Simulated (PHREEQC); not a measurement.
A made-up water analysis in mg/kgw, 20 °C, pH 6.42, pe 11.8:

| constituent | mg/kgw |
|---|---|
| Na | 0.25 |
| K | 7.62e-06 |
| Ca | 0.0631 |
| Mg | 0.00722 |
| Cl | 0.105 |
| S(6) as SO4 | 0.264 |
| Alkalinity as HCO3 | 0.376 |
| Si as SiO2 | 0.000119 |
| Cu(2) | 0.00204 |

Valence states are taken as typed.

Equilibrium calculation in PHREEQC: ion-association model, phreeqc.dat.

Precipitation was switched off in this run.

Task: Estimate the charge-balance error.

Result: charge-balance error 0.2 %.

Task: In which forms is Cu present?

Result: Cu+2 85 %, Cu(OH)2 12 %, CuOH+ 2.2 % of the Cu.

Species that the database lacks are ignored. The database's constant for dissolved Cu(OH)2 is higher than later reviews accept.
